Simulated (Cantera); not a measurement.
Input: 1 mol Si3N4, 0.55 mol H2O, 31 mol N2, at 0.100 bar.

Cantera equilibrium calculation (NASA polynomials, part measured and part estimated; ideal gas, pure solids and liquids). Candidate condensed phases: H2O, Si, SiO2, Si2N2O, Si3N4; 35 gas species. Mutual solubility and eutectic melting of coexisting phases are not modelled. Rates play no part.

Question: Which condensed phases are stable at each of these points (T (K)): 1348, 1448, 1548, 1648, 1748, 1848, 1948?

Answer: 
| T (K) | condensed phases | Si condensed (%) |
|---|---|---|
| 1348 | Si2N2O(s) + Si3N4(s) | 100.0 |
| 1448 | Si2N2O(s) + Si3N4(s) | 100.0 |
| 1548 | Si2N2O(s) + Si3N4(s) | 100.0 |
| 1648 | Si2N2O(s) + Si3N4(s) | 100.0 |
| 1748 | Si2N2O(s) + Si3N4(s) | 99.5 |
| 1848 | Si2N2O(s) + Si3N4(s) | 95.8 |
| 1948 | Si3N4(s) | 81.4 |

From 1348 K to 1848 K the condensed part is Si2N2O(s) + Si3N4(s). At 1948 K the condensed part is Si3N4(s).
